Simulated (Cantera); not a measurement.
Input: 1 mol MgCO3, 0.58 mol H2O, 7.2 mol CO2, equilibrated at 2048.15 K and 25.0 mbar.

Cantera equilibrium calculation (NASA polynomials, part measured and part estimated; ideal gas, pure solids and liquids). Candidate condensed phases: C, C6H6, C7H8, C8H18, H2O, Mg, MgCO3, MgO, Mg(OH)2; 116 gas species. Rates play no part.

Q: What is the equilibrium state?

A: 
- x(CO2): 0.843
- x(H2O): 0.0612
- x(CO): 0.0607
- x(O2): 0.0296
- x(OH): 0.00311
- x(O): 0.00104
- x(H2): 0.000926
- x(H): 0.000431
- x(Mg): 1.80e-5
- n(MgO(s)): 1.000 mol
- gas amount: 9.074 mol
- log10 activity of Mg(l) (absent): -7.93
- log10 activity of C(graphite) (absent): -8.65
